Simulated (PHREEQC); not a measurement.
0.65 g of hydrous ferric oxide (600 m²/g; 0.2 weak and 0.005 strong sites per Fe, Dzombak-Morel constants, diffuse double layer) in 1 kg of water with 0.01 mol/kgw of an inert sodium salt and 0.017 mmol/kgw Ag2SO4, at 25 °C; the pH is set by adding NaOH or the inert anion's acid. Oxygen is held at 0.21 atm. CO2 from the air is kept out. Precipitation was switched off in this run.

Base run: PHREEQC, ion-association model, wateq4f.dat. Each further column changes one thing. The table gives Ag sorbed (%).

```json
[
 {"pH": "4", "base": "0.2", "no electrostatic term (-no_edl)": "0.0", "background salt from 0.01 to 0.001 mol/kgw": "[?]", "oxide from 0.65 to 3.2 g/kgw": "[?]", "0.0011 mol/kgw CaCl2 added": "0.0"},
 {"pH": "4.5", "base": "1.0", "no electrostatic term (-no_edl)": "0.0", "background salt from 0.01 to 0.001 mol/kgw": "[?]", "oxide from 0.65 to 3.2 g/kgw": "4.8", "0.0011 mol/kgw CaCl2 added": "0.2"},
 {"pH": "5", "base": "3.7", "no electrostatic term (-no_edl)": "0.0", "background salt from 0.01 to 0.001 mol/kgw": "4.5", "oxide from 0.65 to 3.2 g/kgw": "15.9", "0.0011 mol/kgw CaCl2 added": "0.8"},
 {"pH": "5.5", "base": "11.1", "no electrostatic term (-no_edl)": "0.3", "background salt from 0.01 to 0.001 mol/kgw": "12.5", "oxide from 0.65 to 3.2 g/kgw": "38.9", "0.0011 mol/kgw CaCl2 added": "2.6"},
 {"pH": "6", "base": "26.1", "no electrostatic term (-no_edl)": "2.9", "background salt from 0.01 to 0.001 mol/kgw": "27.8", "oxide from 0.65 to 3.2 g/kgw": "66.8", "0.0011 mol/kgw CaCl2 added": "[?]"},
 {"pH": "6.5", "base": "46.6", "no electrostatic term (-no_edl)": "18.8", "background salt from 0.01 to 0.001 mol/kgw": "48.1", "oxide from 0.65 to 3.2 g/kgw": "86.2", "0.0011 mol/kgw CaCl2 added": "19.0"},
 {"pH": "7", "base": "66.2", "no electrostatic term (-no_edl)": "52.8", "background salt from 0.01 to 0.001 mol/kgw": "67.3", "oxide from 0.65 to 3.2 g/kgw": "95.2", "0.0011 mol/kgw CaCl2 added": "32.3"},
 {"pH": "7.5", "base": "81.1", "no electrostatic term (-no_edl)": "78.5", "background salt from 0.01 to 0.001 mol/kgw": "81.9", "oxide from 0.65 to 3.2 g/kgw": "98.4", "0.0011 mol/kgw CaCl2 added": "36.1"},
 {"pH": "8", "base": "90.9", "no electrostatic term (-no_edl)": "90.8", "background salt from 0.01 to 0.001 mol/kgw": "91.3", "oxide from 0.65 to 3.2 g/kgw": "99.5", "0.0011 mol/kgw CaCl2 added": "34.3"},
 {"pH": "8.5", "base": "96.3", "no electrostatic term (-no_edl)": "96.0", "background salt from 0.01 to 0.001 mol/kgw": "96.5", "oxide from 0.65 to 3.2 g/kgw": "99.8", "0.0011 mol/kgw CaCl2 added": "44.0"},
 {"pH": "9", "base": "98.7", "no electrostatic term (-no_edl)": "97.8", "background salt from 0.01 to 0.001 mol/kgw": "98.8", "oxide from 0.65 to 3.2 g/kgw": "99.9", "0.0011 mol/kgw CaCl2 added": "61.3"},
 {"pH": "9.5", "base": "99.6", "no electrostatic term (-no_edl)": "98.5", "background salt from 0.01 to 0.001 mol/kgw": "99.6", "oxide from 0.65 to 3.2 g/kgw": "100.0", "0.0011 mol/kgw CaCl2 added": "75.9"},
 {"pH": "10", "base": "99.9", "no electrostatic term (-no_edl)": "98.7", "background salt from 0.01 to 0.001 mol/kgw": "99.9", "oxide from 0.65 to 3.2 g/kgw": "100.0", "0.0011 mol/kgw CaCl2 added": "85.5"}
]
```

Question: Some entries are withheld; supply them.

Answer: 
- 4, background salt from 0.01 to 0.001 mol/kgw: 0.4
- 4, oxide from 0.65 to 3.2 g/kgw: 1.1
- 4.5, background salt from 0.01 to 0.001 mol/kgw: 1.4
- 6, 0.0011 mol/kgw CaCl2 added: 7.9

 In at least one series the solution becomes supersaturated in solids that the run did not let form, among them Cerargyrite.
